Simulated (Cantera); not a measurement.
# Thermodynamics of aluminium and copper etching, feed Al + Cl₂ + H₂

Feed: 1 mol Al, a varied amount of Cl₂, 3.1 mol H₂, equilibrated at 1300 Pa.

These are equilibrium values from Cantera (NASA tables, ideal gas, pure condensed phases), not measurements of a reactor. Candidate condensed phases: Al, AlCl₃; 12 gas species. The tables' values for AlCl₂ are old estimates. Equilibrium is a limit: real reactors are often held back by kinetics, nucleation or transport.

Problem. Map the stable condensed phases over T = 598, 673, 748, 823, 898, 973, 1048, 1123, 1198, 1273, 1348 K and n(Cl₂) in mol = 0.5, 0.66, 0.88, 1.2, 1.6, 2.1, 2.8, 3.7, 4.9, 6.5, 8.7.

Solution. 
```
T in K \ n(Cl₂) in mol
          0.5 0.66 0.88  1.2  1.6  2.1  2.8  3.7  4.9  6.5  8.7
   1348     A    B    B    B    B    B    B    B    B    B    B
   1273     A    B    B    B    B    B    B    B    B    B    B
   1198     A    B    B    B    B    B    B    B    B    B    B
   1123     A    A    B    B    B    B    B    B    B    B    B
   1048     A    A    A    B    B    B    B    B    B    B    B
    973     A    A    A    A    B    B    B    B    B    B    B
    898     A    A    A    A    B    B    B    B    B    B    B
    823     A    A    A    A    B    B    B    B    B    B    B
    748     A    A    A    A    B    B    B    B    B    B    B
    673     A    A    A    A    B    B    B    B    B    B    B
    598     A    A    A    A    B    B    B    B    B    B    B
```
A: Al; B: gas only.
